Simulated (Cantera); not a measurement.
A Cantera script and what it prints.

```python
import numpy as np
import cantera as ct

gas_names = [...]  # 92 gases of nasa_gas.yaml made of C, H, N
cond_names = """
    C(gr) C6H6(L) C7H8(L) C8H18(L),n-octa
""".split()


# ... load() reads the species with a 1 bar reference pressure and builds the phases ...
atoms = {
    'C3H6': {'C': 3, 'H': 6},
    'NH3': {'N': 1, 'H': 3},
    'N2': {'N': 2},
}
top_T = {'C(gr)': 4500}  # K; cautious upper limits of use, not melting points


# ... equilibrate(T, P, feed) seeds the gas with the atoms and calls Mixture.equilibrate('TP', solver="vcs", rtol=1e-11, max_steps=5000) ...
results = []
feed = {'C3H6': 1, 'NH3': 0.055, 'N2': 0.79}  # mol
T = 1823.15  # K
for P in [10, 72, 520, 3700, 27000, 190000, 1400000, 10000000]:
    mix = equilibrate(T, P, feed)
    results.append((T, P, feed, dict(zip(mix.species_names, mix.species_moles))))
    x = sorted(zip(gas.X, gas.species_names), reverse=True)
    print(f"T = {T:g} K  P = {P:g} Pa  gas = {mix.phase_moles(0):.4g} mol")
    print("   x: " + "  ".join(f"{s} {v:.3e}" for v, s in x if v > 1e-05))
    print("   condensed (mol): " + ("  ".join(f"{mix.phase(i).name} {mix.phase_moles(i):.4g}"
          for i in range(1, mix.n_phases) if mix.phase_moles(i) > 1e-12) or "none"))
```

Output:

```
T = 1823.15 K  P = 10 Pa  gas = 3.975 mol
   x: H2 7.551e-01  N2 2.043e-01  H 3.769e-02  HCN 2.695e-03  C2H2,acetylene 1.598e-04  HNC 1.077e-04
   condensed (mol): C(gr) 2.988
T = 1823.15 K  P = 72 Pa  gas = 3.928 mol
   x: H2 7.760e-01  N2 2.067e-01  H 1.424e-02  HCN 2.749e-03  C2H2,acetylene 1.642e-04  HNC 1.098e-04
   condensed (mol): C(gr) 2.987
T = 1823.15 K  P = 520 Pa  gas = 3.91 mol
   x: H2 7.840e-01  N2 2.076e-01  H 5.326e-03  HCN 2.769e-03  C2H2,acetylene 1.659e-04  HNC 1.106e-04
   condensed (mol): C(gr) 2.987
T = 1823.15 K  P = 3700 Pa  gas = 3.904 mol
   x: H2 7.870e-01  N2 2.080e-01  HCN 2.777e-03  H 2.001e-03  C2H2,acetylene 1.665e-04  HNC 1.109e-04  CH4 1.634e-05
   condensed (mol): C(gr) 2.987
T = 1823.15 K  P = 27000 Pa  gas = 3.901 mol
   x: H2 7.880e-01  N2 2.081e-01  HCN 2.779e-03  H 7.410e-04  C2H2,acetylene 1.667e-04  CH4 1.196e-04  HNC 1.110e-04
   condensed (mol): C(gr) 2.987
T = 1823.15 K  P = 190000 Pa  gas = 3.897 mol
   x: H2 7.875e-01  N2 2.083e-01  HCN 2.780e-03  CH4 8.403e-04  H 2.793e-04  C2H2,acetylene 1.666e-04  HNC 1.110e-04  NH3 1.686e-05
   condensed (mol): C(gr) 2.984
T = 1823.15 K  P = 1.4e+06 Pa  gas = 3.876 mol
   x: H2 7.812e-01  N2 2.094e-01  CH4 6.092e-03  HCN 2.776e-03  C2H2,acetylene 1.653e-04  NH3 1.231e-04  HNC 1.109e-04  H 1.025e-04  C2H4 3.610e-05  CH3 1.614e-05
   condensed (mol): C(gr) 2.964
T = 1823.15 K  P = 1e+07 Pa  gas = 3.749 mol
   x: H2 7.405e-01  N2 2.162e-01  CH4 3.910e-02  HCN 2.746e-03  NH3 8.245e-04  C2H4 2.317e-04  C2H2,acetylene 1.567e-04  HNC 1.097e-04  CH3CN 5.380e-05  CH3 3.980e-05  H 3.733e-05  C2H6 1.986e-05
   condensed (mol): C(gr) 2.839
```

These are equilibrium values from Cantera (NASA tables, ideal gas, pure condensed phases), not measurements of a reactor. The ideal-gas law is rough above about 30 bar.
